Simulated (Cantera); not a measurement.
A closed system holds: 1 mol CF₄, 0.034 mol HCl, at 875 K and 750 Torr.

Equilibrium computed with Cantera from the NASA thermochemical tables; the gas is ideal and each condensed phase is pure. Candidate condensed phases: C, C₆H₆, C₇H₈, C₈H₁₈; 118 gas species. Condensed phases not in the tables: fluorocarbon polymer. Gases not in the tables: C₂F₆ and larger saturated fluorocarbons. Rates play no part.

What is the equilibrium state?


```json
{
  "x(CF₄)": "0.954",
  "x(HCl)": "0.0172",
  "x(HF)": "0.0157",
  "x(CClF₃)": "0.00997",
  "x(Cl₂)": "0.00268",
  "x(CCl₂F₂)": "0.000160",
  "x(CCl₃F)": "2.82e-6",
  "x(Cl)": "2.39e-6",
  "n(C(graphite))": "0.00139 mol",
  "gas_amount": "1.035 mol"
}
```
